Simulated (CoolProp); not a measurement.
Dimethyl carbonate along the isotherm 326.85 °C: density (kg/m³) from the reference equation and from simpler models built on Tc = 283.9 °C, pc = 49.09 bar, ω = 0.346; each cubic takes its own stable root.

Computed with CoolProp (reference Helmholtz-energy equation of state, Zhou 2011).

```json
[
 {"p (bar)": "18.9", "phase": "gas", "reference": "[?]", "Soave-Redlich-Kwong": "38.17", "Peng-Robinson": "38.73"},
 {"p (bar)": "37.8", "phase": "gas", "reference": "89.65", "Soave-Redlich-Kwong": "88.35", "Peng-Robinson": "[?]"},
 {"p (bar)": "56.6", "phase": "supercritical", "reference": "169.4", "Soave-Redlich-Kwong": "162.8", "Peng-Robinson": "171.0"},
 {"p (bar)": "75.5", "phase": "supercritical", "reference": "312.9", "Soave-Redlich-Kwong": "285.5", "Peng-Robinson": "304.1"},
 {"p (bar)": "94.4", "phase": "supercritical", "reference": "449.0", "Soave-Redlich-Kwong": "387.7", "Peng-Robinson": "419.1"},
 {"p (bar)": "113", "phase": "supercritical", "reference": "516.6", "Soave-Redlich-Kwong": "445.3", "Peng-Robinson": "485.4"},
 {"p (bar)": "132", "phase": "supercritical", "reference": "559.2", "Soave-Redlich-Kwong": "485.4", "Peng-Robinson": "531.7"},
 {"p (bar)": "151", "phase": "supercritical", "reference": "[?]", "Soave-Redlich-Kwong": "515.9", "Peng-Robinson": "[?]"},
 {"p (bar)": "170", "phase": "supercritical", "reference": "613.1", "Soave-Redlich-Kwong": "540.6", "Peng-Robinson": "595.1"},
 {"p (bar)": "189", "phase": "supercritical", "reference": "632.3", "Soave-Redlich-Kwong": "561.4", "Peng-Robinson": "618.9"},
 {"p (bar)": "208", "phase": "supercritical", "reference": "648.6", "Soave-Redlich-Kwong": "579.4", "Peng-Robinson": "639.5"},
 {"p (bar)": "227", "phase": "supercritical", "reference": "662.8", "Soave-Redlich-Kwong": "595.4", "Peng-Robinson": "657.7"},
 {"p (bar)": "245", "phase": "supercritical", "reference": "674.7", "Soave-Redlich-Kwong": "609.0", "Peng-Robinson": "673.0"}
]
```

Question: Complete the blanks.

Answer: 
- 18.9, reference: 38.35
- 37.8, Peng-Robinson: 91.14
- 151, reference: 589.6
- 151, Peng-Robinson: 566.7
